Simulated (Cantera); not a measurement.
Feed: 1 mol Fe2O3, 0.64 mol CH4, 0.68 mol CO, at 15.0 mbar.

Equilibrium computed with Cantera from the NASA thermochemical tables; the gas is ideal and each condensed phase is pure. Candidate condensed phases: C, C6H6, C7H8, C8H18, Fe, Fe(CO)5, FeO, Fe(OH)2, Fe(OH)3, Fe2O3, Fe3O4, H2O; 114 gas species. The tables' stoichiometric FeO is somewhat more stable than real wüstite, so its field is too wide. FeO: taken at fixed stoichiometry. Equilibrium is a limit: real reactors are often held back by kinetics, nucleation or transport. All values below are at 2523 K.

Base state: Fe 0.325, CO 0.163, H2O 0.161, CO2 0.0939, FeO 0.0628, H 0.0480, H2 0.0447, O2 0.0384 (mole fractions); condensed: FeO(l).

**Question.** What changes in the equilibrium state with this change: Fe2O3 replaced by CuO?

**Answer.** 
| species | before | after |
|---|---|---|
| CO | 0.163 | 0.329 |
| Cu | 0 | 0.261 |
| H2 | 0.0447 | 0.212 |
| Fe | 0.325 | 0 |
| FeO | 0.0628 | 0 |
| O2 | 0.0384 | 0.000299 |
| O | 0.0259 | 0.00229 |
| CO2 | 0.0939 | 0.0167 |
| OH | 0.0369 | 0.00708 |
| H2O | 0.161 | 0.0675 |
| H | 0.0480 | 0.104 |
| Fe(OH)2 | 0.000392 | 0 |
| Cu2 | 0 | 8.44e-5 |
| CuO | 0 | 3.93e-5 |
| FeO(l), mol | 0.00178 | 0 |
Further candidate phases: Cu, CuO, Cu(OH)2, Cu2O.
